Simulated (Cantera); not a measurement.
Input: 1 mol Fe2O3, 4.7 mol C, 0.4 mol CO, at 2498.15 K.

Method: chemical equilibrium by Gibbs-energy minimisation in Cantera with the NASA 1993 tables (ideal gas, pure condensed phases). Candidate condensed phases: C, Fe, Fe(CO)5, FeO, Fe2O3, Fe3O4; 15 gas species. Iron dissolves carbon and melts from about 1420 K in contact with it, which pure phases cannot show. Condensed phases not in the tables: cementite and carbon dissolved in iron. Kinetics and transport are ignored.

x: gas mole fraction; n: condensed amount in mol.

```csv
P (Pa),x CO,x Fe,x C3,x C,n C(graphite),n Fe(l)
10,0.625,0.368,?,0.00162,1.61,0
52,0.629,0.370,?,0.000312,1.68,0
270,0.629,0.370,?,6.01e-5,1.70,0
1400,0.630,0.370,?,1.16e-5,1.70,0
7200,0.630,0.370,?,2.25e-6,1.70,0
37000,0.918,0.0816,?,4.39e-7,1.70,1.70
190000,0.984,0.0159,?,8.54e-8,1.70,1.95
1000000,0.997,0.00302,?,1.62e-8,1.70,1.99
```

### Question
Fill in the missing entries.

### Answer

- 10, x C3: 0.00483
- 52, x C3: 0.000929
- 270, x C3: 0.000179
- 1400, x C3: 3.45e-5
- 7200, x C3: 6.71e-6
- 37000, x C3: 1.31e-6
- 190000, x C3: 2.54e-7
- 1000000, x C3: 4.83e-8
